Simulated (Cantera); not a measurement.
Cantera run, input and output.

```python
import numpy as np
import cantera as ct

gas = ct.Solution("gri30.yaml")
gas.TPX = 1275, 23000, {'N2O': 1, 'O2': 0.078}
inlet = ct.Reservoir(gas, clone=True)

reactor = ct.IdealGasConstPressureReactor(gas, energy="off", clone=False)
exhaust = ct.Reservoir(gas, clone=True)
tau = [9.6, 3.3, 1.1, 0.38, 0.13, 0.045, 0.015, 0.0053, 0.0018, 0.00062][0]
for a, b in ((inlet, reactor), (reactor, exhaust)):
    ct.MassFlowController(a, b, mdot=lambda t: reactor.mass / tau)
net = ct.ReactorNet([reactor])
show = ['N2O', 'O2', 'NO2', 'NO', 'O', 'N2']

rows = []
print(f"{'tau/s':>10s}{'T/K':>9s}" + "".join(f"{s:>11s}" for s in show))
for tau in [9.6, 3.3, 1.1, 0.38, 0.13, 0.045, 0.015, 0.0053, 0.0018, 0.00062]:
    net.initial_time = 0.0
    net.advance(30 * tau)
    before = gas.X
    net.advance(40 * tau)
    drift = np.max(np.abs(gas.X - before) / (gas.X + 1e-9))
    rows.append([gas.T, *gas[show].X, drift])
    print(f"{tau:10.3e}{gas.T:9.1f}" + "".join(f"{x:11.3e}" for x in gas[show].X))
```

It prints:

```
     tau/s      T/K        N2O         O2        NO2         NO          O         N2
 9.600e+00   1275.0  1.254e-01  2.954e-01  1.513e-04  6.213e-02  3.822e-06  5.170e-01
 3.300e+00   1275.0  2.738e-01  2.513e-01  1.331e-04  5.628e-02  4.610e-06  4.185e-01
 1.100e+00   1275.0  5.059e-01  1.868e-01  8.742e-05  3.821e-02  5.082e-06  2.690e-01
 3.800e-01   1275.0  7.172e-01  1.293e-01  4.242e-05  1.946e-02  5.283e-06  1.340e-01
 1.300e-01   1275.0  8.424e-01  9.537e-02  1.567e-05  7.934e-03  5.360e-06  5.423e-02
 4.500e-02   1275.0  8.962e-01  8.084e-02  4.627e-06  2.937e-03  5.385e-06  2.001e-02
 1.500e-02   1275.0  9.169e-01  7.525e-02  9.796e-07  1.003e-03  5.389e-06  6.827e-03
 5.300e-03   1275.0  9.238e-01  7.338e-02  1.702e-07  3.564e-04  5.377e-06  2.428e-03
 1.800e-03   1275.0  9.263e-01  7.270e-02  2.253e-08  1.205e-04  5.335e-06  8.239e-04
 6.200e-04   1275.0  9.272e-01  7.247e-02  2.708e-09  4.061e-05  5.217e-06  2.811e-04
```

Detailed kinetics in Cantera: GRI-Mech 3.0 (53 species, 325 reactions). GRI-Mech 3.0 was tuned for natural gas; its chemistry of N2O as a main component is partial and can be far from experiment. The mechanism lacks the step 2 NO + O2 → 2 NO2, which can matter for NO2 below about 1400 K. The temperature is held fixed by assumption; the heat of reaction is taken as removed at once.
